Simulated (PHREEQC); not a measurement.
1 kg of water holding 50 mmol/kgw NaCl and 18 mmol/kgw Na2SO4 is evaporated at 40 °C; the solids stay in contact with the brine. No CO2 enters from the air. Only these solids could form: Halite, Mirabilite, Thenardite.

The series has 28 steps of water left (kg), from 1 to 0.005012.

The numbers come from PHREEQC with the Pitzer model, pitzer.dat.

Which solids form, in which order, and at which step of the series does each first stand?

Thenardite from water left = 0.01337 kg; Halite from water left = 0.007426 kg.

Species that the database lacks are ignored. Constants without temperature data keep their 25 °C values here.
